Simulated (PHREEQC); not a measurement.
Solution (20 °C): 55 mmol/kgw NiCl2 and 0.057 mmol/kgw Na2SO4. It is in equilibrium with CO2 at log p = 0 (atm). Otherwise closed; pH follows from the charge balance.

Computed with PHREEQC (ion-association model, wateq4f.dat).

Problem. The ionic strength comes out as 0.154 mol/kgw. What activity coefficients do Na+, H+, Cl-, NiHCO3+, Ni+2 get?

Solution. Na+ 0.76, H+ 0.81, Cl- 0.73, NiHCO3+ 0.76, Ni+2 0.33.

No solid was allowed to form.
